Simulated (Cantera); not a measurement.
Cantera with NASA thermochemical tables; ideal gases at 1 bar, condensed phases pure. Values are per mole of reaction as written; species without (g) are pure solids or liquids, kept so even where they would boil at 1 bar.

HCl(g) + PbO(g) = Pb + OH(g) + Cl(g)

```json
[
 {"T (K)": "1350", "ΔH° (kJ)": "203.1", "ΔS° (J/K)": "18.2", "ΔG° (kJ)": "178.6", "log10 K": "-6.91"},
 {"T (K)": "1425", "ΔH° (kJ)": "204.0", "ΔS° (J/K)": "18.8", "ΔG° (kJ)": "177.2", "log10 K": "-6.49"},
 {"T (K)": "1500", "ΔH° (kJ)": "___", "ΔS° (J/K)": "___", "ΔG° (kJ)": "___", "log10 K": "___"},
 {"T (K)": "1575", "ΔH° (kJ)": "___", "ΔS° (J/K)": "___", "ΔG° (kJ)": "___", "log10 K": "___"},
 {"T (K)": "1650", "ΔH° (kJ)": "206.6", "ΔS° (J/K)": "20.5", "ΔG° (kJ)": "172.7", "log10 K": "-5.47"},
 {"T (K)": "1725", "ΔH° (kJ)": "207.4", "ΔS° (J/K)": "21.0", "ΔG° (kJ)": "171.2", "log10 K": "-5.18"},
 {"T (K)": "1800", "ΔH° (kJ)": "208.3", "ΔS° (J/K)": "21.5", "ΔG° (kJ)": "169.6", "log10 K": "-4.92"},
 {"T (K)": "1875", "ΔH° (kJ)": "209.1", "ΔS° (J/K)": "21.9", "ΔG° (kJ)": "168.0", "log10 K": "-4.68"}
]
```

Question: Complete the blanks.

Answer: 
- 1500, ΔH° (kJ): 204.9
- 1500, ΔS° (J/K): 19.4
- 1500, ΔG° (kJ): 175.7
- 1500, log10 K: -6.12
- 1575, ΔH° (kJ): 205.7
- 1575, ΔS° (J/K): 20.0
- 1575, ΔG° (kJ): 174.3
- 1575, log10 K: -5.78
